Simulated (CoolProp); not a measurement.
The numbers come from the reference Helmholtz-energy equation of state, Lemmon 2003 in CoolProp. It is a pseudo-pure fit of the blend.

Task: For R407C, give the phase and the cp (kJ/(kg K)), speed of sound (m/s) at 500 K and 0.499 MPa; 500 K and 1.3 MPa.

Result: 
- 500 K and 0.499 MPa: gas; cp 1.14, speed of sound 228
- 500 K and 1.3 MPa: gas; cp 1.16, speed of sound 225
